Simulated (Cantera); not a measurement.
A perfectly stirred reactor is fed with NH3 : N2 = 1 : 3.5 (molar parts), at 0.200 bar; it is held at 2375 K, and followed from long to short residence time.

Model: the gas-phase N/H chemistry of the illustrative SiF4/NH3 mechanism in the Surface Chemkin manual (1991), integrated in Cantera. Walls and surfaces, which speed up NH3 decomposition in real reactors, are not modelled.

### Question
What does this change do: N2 3.5 to 0.96 parts?

### Answer
```
quantity                  before     after
----------------------  --------  --------
x(NH3) at τ = 12.0 s     2.28e-5   5.73e-5
x(N2H4) at τ = 12.0 s     <1e-12    <1e-12
x(NH2) at τ = 12.0 s     4.36e-6   8.11e-6
x(N2) at τ = 12.0 s        0.722     0.488
x(NH) at τ = 12.0 s      5.19e-6   7.14e-6
x(NH3) at τ = 33.0 ms     0.0334    0.0646
x(N2H4) at τ = 33.0 ms   2.39e-9   5.75e-9
x(NH2) at τ = 33.0 ms   0.000573  0.000889
x(N2) at τ = 33.0 ms       0.734     0.492
x(NH) at τ = 33.0 ms     5.56e-5   7.07e-5
```
